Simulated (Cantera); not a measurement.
Charge: 1 mol B2H6, 0.47 mol NH3, at 7.50 Torr.

Method: chemical equilibrium by Gibbs-energy minimisation in Cantera with the NASA 1993 tables (ideal gas, pure condensed phases). Candidate condensed phases: B, BN; 15 gas species. The feed counts by its element totals alone. Mutual solubility and eutectic melting of coexisting phases are not modelled. The tables' values for BH2 are old estimates; treat these amounts as uncertain. Rates play no part.

x: gas mole fraction; n: condensed amount in mol.

```csv
T (K),x H2,x H,x N2,x B,n B(s),n BN(s),n B(l)
1848,0.994,0.00528,0.00101,8.60e-7,1.54,0.463,0
1898,0.990,0.00778,0.00236,2.22e-6,1.55,0.452,0
1948,0.983,0.0112,0.00530,5.48e-6,1.57,0.430,0
1998,0.972,0.0158,0.0114,1.29e-5,1.61,0.384,0
2048,0.954,?,?,?,1.71,?,0
2098,0.922,0.0296,0.0474,6.30e-5,1.90,0.0951,0
2148,0.901,?,0.0585,?,2.00,0,0
2198,0.888,0.0525,0.0581,0.000266,1.99,0,0
2248,0.872,0.0686,0.0576,0.000521,1.99,0,0
2298,0.852,0.0884,0.0569,0.000989,1.99,0,0
2348,0.827,0.112,0.0562,0.00183,1.98,0,0
2398,0.798,0.141,0.0552,0.00312,0,0,1.98
2448,0.764,0.174,0.0541,0.00521,0,0,1.96
```

Question: What belongs in the gaps?

Answer: 
- 2048, x H: 0.0219
- 2048, x N2: 0.0237
- 2048, x B: 2.91e-5
- 2048, n BN(s): 0.288
- 2148, x H: 0.0396
- 2148, x B: 0.000132
